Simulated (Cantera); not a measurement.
Input: 1 mol Fe3O4, 11 mol CO, 2.8 mol C, at 0.000580 bar.

Method: chemical equilibrium by Gibbs-energy minimisation in Cantera with the NASA 1993 tables (ideal gas, pure condensed phases). Candidate condensed phases: C, Fe, Fe(CO)5, FeO, Fe2O3, Fe3O4; 15 gas species. Equilibrium is a limit: real reactors are often held back by kinetics, nucleation or transport. All values below are at 2173 K.

Base state: CO 0.753, Fe 0.176, CO2 0.0665, FeO 0.00235, O 0.00173, O2 0.000335 (mole fractions); condensed: gas only.

### Question
What changes in the equilibrium state with this change: C from 2.8 to 1.6 mol?

### Answer
```
species    before    after
-------  --------  -------
CO          0.753    0.664
Fe          0.176    0.185
CO2        0.0665    0.139
O2       0.000335  0.00189
FeO       0.00235  0.00589
O         0.00173  0.00410
```
